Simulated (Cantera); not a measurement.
A closed system holds: 1 mol Si, 2.5 mol HBr, 21 mol N2, held at 798.15 K and 6.70 mbar.

These are equilibrium values from Cantera (NASA tables, ideal gas, pure condensed phases), not measurements of a reactor. Candidate condensed phases: Br2, Si, Si3N4; 28 gas species. N2 is the only nitrogen source here; it is nearly inert below about 1500 K, so the nitride shown seldom forms there in practice. Rates play no part.

Base state: N2 0.895, HBr 0.0905, H2 0.00959, SiBr4 0.00480 (mole fractions); condensed: Si3N4(s).

What changes in the equilibrium state with this change: 0.077 mol NH3 added?


| species | before | after |
|---|---|---|
| N2 | 0.895 | 0.890 |
| HBr | 0.0905 | 0.0946 |
| H2 | 0.00959 | 0.0122 |
| SiBr4 | 0.00480 | 0.00357 |
| Si3N4(s), mol | 0.297 | 0.306 |
